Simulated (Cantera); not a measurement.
Input: 1 mol H2S, 1.5 mol H2O, held at 3175 K and 1 atm.

Cantera equilibrium calculation (NASA polynomials, part measured and part estimated; ideal gas, pure solids and liquids). Rates play no part.

```csv
species,before,after
H2,0.363,0.403
H,0.157,0.165
S,0.0580,0.123
H2O,0.192,0.0605
S2,0.0203,0.0909
SO2,0.0336,0.00577
OH,0.0313,0.00938
SH,0.0313,0.0698
SO,0.0991,0.0598
O2,0.00168,0.000136
O,0.00814,0.00232
H2S,0.00411,0.00966
S2O,0.000401,0.000513
```
Gas species are given as mole fractions.

Name the change that produced these shifts.
A. H2O from 1.5 to 0.32 mol
B. pressure from 1 atm to 54.0 mbar
C. temperature from 3175 K to 2600 K
D. H2O from 1.5 to 6.5 mol

A, H2O from 1.5 to 0.32 mol
